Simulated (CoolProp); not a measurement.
Methane along the isotherm -146.05 °C: fugacity coefficient from the reference equation and from simpler models built on Tc = -82.6 °C, pc = 4599 kPa, ω = 0.011; each cubic takes its own stable root.

Values from CoolProp's reference Helmholtz-energy equation of state, Setzmann 1991.

```tsv
p (kPa)	phase	reference
719	liquid	0.4030
1440	liquid	0.2068
2160	liquid	0.1417
2870	liquid	0.1095
3590	liquid	0.08998
4310	liquid	0.07701
5030	liquid	0.06779
5750	liquid	0.06093
6470	liquid	0.05562
7190	liquid	0.05142
7900	liquid	0.04805
8620	liquid	0.04523
9340	liquid	0.04288
10100	liquid	0.04078
10800	liquid	0.03914
11500	liquid	0.03772
```

Problem. How far does each simpler model (van der Waals, Peng-Robinson) lie from the reference over these 16 states: mean and median of the absolute difference, and the worst?

Solution. 
- van der Waals: mean 138.8 %, median 138.8 %, worst +159.9 % at -146.05 °C and 11500 kPa
- Peng-Robinson: mean 1.7 %, median 1.6 %, worst -3.8 % at -146.05 °C and 11500 kPa
